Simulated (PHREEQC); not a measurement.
## Polishing slurry liquid (model solution)

Consider water at 25 °C with 0.023 mol/kgw H2SO4 and 0.028 mol/kgw Al(NO3)3. Closed to the air; pH follows from the charge balance.

Computed with PHREEQC (ion-association model, phreeqc.dat).

Each row changes one thing in this solution. This is a speciation only: nothing precipitates in the calculation.

| case | pH | ionic strength (mol/kgw) |
|---|---|---|
| as made | 1.49 | 0.147 |
| H2SO4 from 0.023 to 0.0115 mol/kgw | 1.76 | 0.151 |
| Al(NO3)3 from 0.028 to 0.042 mol/kgw | 1.48 | 0.222 |
| Al(NO3)3 left out | 1.56 | 0.0409 |
| H2SO4 left out | 3.51 | 0.167 |

Species that the database lacks are ignored.
